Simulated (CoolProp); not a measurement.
Saturated liquid density (kg/m³) of hydrogen chloride: the reference equation beside estimates from Tc = 324.7 K, pc = 8.314 MPa, ω = 0.130.

Values from CoolProp's reference Helmholtz-energy equation of state, Thol 2018.

| T (K) | reference | van der Waals | Soave-Redlich-Kwong | Peng-Robinson |
|---|---|---|---|---|
| 206.9 | 1137 | 674.1 | 999.2 | 1130 |
| 216.7 | 1111 | 658.6 | 973.6 | (withheld) |
| 226.6 | 1083 | 642.1 | 945.8 | 1071 |
| 236.4 | 1054 | 624.8 | 916.3 | 1038 |
| 246.2 | 1024 | 606.4 | 884.4 | (withheld) |
| 256 | 991.2 | 586.6 | 849.7 | 963.8 |
| 265.9 | 955.8 | 565.1 | 811.3 | 920.3 |
| 275.7 | 917.4 | 541.8 | 769.3 | 872.3 |
| 285.5 | 874.6 | 515.9 | 722.2 | 818.1 |
| 295.4 | 824.8 | 486.2 | (withheld) | 754.7 |

### Question
Complete the blanks.

### Answer

- 216.7, Peng-Robinson: 1102
- 246.2, Peng-Robinson: 1003
- 295.4, Soave-Redlich-Kwong: 667.7

Absolute difference from the reference over all 10 rows, mean and median: van der Waals 40.8 and 40.8 %, Soave-Redlich-Kwong 14.6 and 14.0 %, Peng-Robinson 3.2 and 2.4 %.
